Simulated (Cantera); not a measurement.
Feed: 1 mol PbO, 0.16 mol CO, a varied amount of H2, held at 75.0 Torr.

Equilibrium computed with Cantera from the NASA thermochemical tables; the gas is ideal and each condensed phase is pure. Candidate condensed phases: C, C6H6, C7H8, C8H18, H2O, Pb, PbO, PbO2, Pb3O4; 113 gas species. Each liquid is taken as pure. Mutual solubility and eutectic melting of coexisting phases are not modelled. Equilibrium is a limit: real reactors are often held back by kinetics, nucleation or transport.

Stable condensed phases, one row left out:

```
T in °C \ n(H2) in mol
         0.11 0.22 0.44 0.88  1.8  3.6  7.2   15   29   59
   1150     A    A    A    B    B    B    B    C    C    C
   1100     A    A    A    B    B    B    B    C    C    C
   1000     A    A    A    B    B    B    B    B    B    C
    950     A    A    A    B    B    B    B    B    B    B
    900     A    A    A    B    B    B    B    B    B    B
    850     A    A    A    B    B    B    B    B    B    B
    800     A    A    A    B    B    B    B    B    B    B
    750     A    A    A    B    B    B    B    B    B    B
```

A: Pb + PbO; B: Pb; C: gas only.

**Question.** Give the row for 1050 °C.

**Answer.** 0.11: Pb + PbO; 0.22: Pb + PbO; 0.44: Pb + PbO; 0.88: Pb; 1.8: Pb; 3.6: Pb; 7.2: Pb; 15: Pb; 29: gas only; 59: gas only.
